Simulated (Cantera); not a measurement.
Mixture: CH4 : C2H6 : O2 : N2 : H2O = 1 : 0.063 : 1.48 : 4 : 0.14 (molar parts), at 0.690 bar, adiabatic and at constant pressure. Ignition delay is the time to a rise of 400 K.

Detailed kinetics in Cantera: GRI-Mech 3.0 (53 species, 325 reactions).

Question: What does this change do: pressure from 0.690 bar to 5.00 bar?

Answer: 
```json
[
 {"quantity": "delay at 1300 K", "before": "4.01 ms", "after": "0.845 ms"},
 {"quantity": "delay at 1375 K", "before": "1.70 ms", "after": "0.402 ms"},
 {"quantity": "delay at 1450 K", "before": "0.757 ms", "after": "0.194 ms"},
 {"quantity": "delay at 1525 K", "before": "0.360 ms", "after": "96.6 µs"},
 {"quantity": "delay at 1600 K", "before": "0.187 ms", "after": "50.0 µs"},
 {"quantity": "delay at 1675 K", "before": "0.107 ms", "after": "27.3 µs"},
 {"quantity": "apparent activation energy between 1525 and 1675 K", "before": "170 kJ/mol", "after": "180 kJ/mol"}
]
```
